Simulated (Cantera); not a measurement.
An adiabatic, constant-pressure homogeneous reactor starts with CH4 : O2 : N2 = 1 : 4.17 : 24.6 (molar parts), at 1698 K and 7.80 atm.

Computed with Cantera and GRI-Mech 3.0 (53 species, 325 reactions).

One state of this run: T (K) = 1699; x CH4 = 0.0330; x O2 = 0.140; x H2O = 0.000374; x CH3 = 0.000270; x HCN = 1.40e-12. x: mole fraction; the columns are a selection and need not sum to one.

Problem. Which value of t (s) does it belong to?
(A) 6.07e-6
(B) 1.84e-5
(C) 0.00156
(D) 0.400

Solution. B, 1.84e-5
